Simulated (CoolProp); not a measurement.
The fluid at 352.52 K and 0.0569 MPa is compressed adiabatically to 0.188 MPa with isentropic efficiency 0.85. The same conditions are run with several fluids, on thermodynamics alone (safety and materials aside).

Computed with CoolProp (reference Helmholtz-energy equation of state of each fluid (the fluoroketone C6F12O (FK-5-1-12): McLinden 2015; benzene: Thol 2012; methane: Setzmann 1991; R1224YDZ: Akasaka 2023; isohexane: Lemmon 2006)).

```csv
fluid,work (kJ/kg),final temperature (K),final density (kg/m³)
the fluoroketone C6F12O (FK-5-1-12),12.7,368.3,20.9
benzene,53.8,395.2,4.67
methane,292,466.3,0.778
R1224YDZ,28.3,386.4,8.95
isohexane,47.5,379.0,5.45
```
